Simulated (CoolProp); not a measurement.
Vapour-liquid equilibrium of acetone (1) + methanol (2) at 316.6 K; x and y are mole fractions of (1).

Values from CoolProp's multi-fluid Helmholtz-energy mixture model, Lemmon 2006 and de Reuck 1993; pair parameters Bell 2016.

Give the bubble pressure and the first vapour's composition at x = 0.25, 0.45, 0.75. Is there an azeotrope?

x = 0.25: 55.39 kPa, y = 0.403; x = 0.45: 60.84 kPa, y = 0.561; x = 0.75: 64.89 kPa, y = 0.771. y crosses x between x = 0.85 and 0.95: the model has an azeotrope there.

The pair parameters rest on a limited set of measurements; away from them the model extrapolates.
